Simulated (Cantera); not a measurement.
A Cantera script and its output.

```python
import numpy as np
import cantera as ct

gas = ct.Solution("gri30.yaml")
gas.TPX = 1000, 510000, {'CH4': 0.028, 'O2': 0.029, 'N2': 1}
reactor = ct.IdealGasConstPressureReactor(gas, energy="off", clone=False)
net = ct.ReactorNet([reactor])
net.rtol, net.atol = 1e-08, 1e-18
show = ['CH4', 'O2', 'CH3', 'C2H4', 'CO']
times = np.geomspace(1e-05, 2, 13)

steps = ct.SolutionArray(gas, extra=["t"])
rows = []
print(f"{'t/s':>10s}{'T/K':>9s}{'P/Pa':>11s}" + "".join(f"{s:>11s}" for s in show))
for t in times:
    while net.time < t:
        t_next = net.step()
        steps.append(gas.state, t=t_next)
    rows.append([np.interp(t, steps.t, y) for y in (steps.T, steps.P, *steps(*show).X.T)])
    print(f"{t:10.3e}{rows[-1][0]:9.1f}{rows[-1][1]:11.4g}" + "".join(f"{x:11.3e}" for x in rows[-1][2:]))
rate = np.gradient(steps.T, steps.t)
print("integrator steps:", len(steps.t))
if steps.T.max() > steps.T[0] + 200:
    print(f"time of steepest temperature rise: {steps.t[rate.argmax()]:.4e} s")
gas.TPX = 1000, 510000, {'CH4': 0.028, 'O2': 0.029, 'N2': 1}
gas.equilibrate("TP")
print(f"equilibrium (TP): T = {gas.T:.1f} K  " + "  ".join(f"{s} {gas[s].X[0]:.3e}" for s in show))
```

Output:

```
       t/s      T/K       P/Pa        CH4         O2        CH3       C2H4         CO
 1.000e-05   1000.0    5.1e+05  2.649e-02  2.744e-02  1.784e-11  1.625e-21  1.410e-20
 2.765e-05   1000.0    5.1e+05  2.649e-02  2.744e-02  4.940e-11  5.796e-20  2.982e-19
 7.647e-05   1000.0    5.1e+05  2.649e-02  2.744e-02  1.370e-10  1.624e-18  6.374e-18
 2.115e-04   1000.0    5.1e+05  2.649e-02  2.744e-02  3.822e-10  3.902e-17  1.368e-16
 5.848e-04   1000.0    5.1e+05  2.649e-02  2.744e-02  1.084e-09  8.873e-16  2.949e-15
 1.617e-03   1000.0    5.1e+05  2.649e-02  2.744e-02  3.241e-09  2.140e-14  6.697e-14
 4.472e-03   1000.0    5.1e+05  2.649e-02  2.744e-02  1.119e-08  6.387e-13  1.737e-12
 1.237e-02   1000.0    5.1e+05  2.649e-02  2.744e-02  4.324e-08  2.627e-11  6.284e-11
 3.420e-02   1000.0    5.1e+05  2.649e-02  2.744e-02  8.000e-08  4.754e-10  2.066e-09
 9.457e-02   1000.0    5.1e+05  2.649e-02  2.743e-02  8.802e-08  2.621e-09  2.947e-08
 2.615e-01   1000.0    5.1e+05  2.648e-02  2.743e-02  1.090e-07  1.473e-08  3.238e-07
 7.232e-01   1000.0    5.1e+05  2.645e-02  2.741e-02  1.780e-07  1.695e-07  4.488e-06
 2.000e+00   1000.0    5.1e+05  2.415e-02  2.529e-02  2.053e-06  8.537e-05  1.082e-03
integrator steps: 875
equilibrium (TP): T = 1000.0 K  CH4 3.497e-05  O2 3.686e-22  CH3 3.288e-12  C2H4 1.321e-11  CO 1.511e-02
```

Cantera simulation using GRI-Mech 3.0 (53 species, 325 reactions); the numbers are that mechanism's predictions, not measurements. The temperature is held fixed by assumption; the heat of reaction is taken as removed at once.
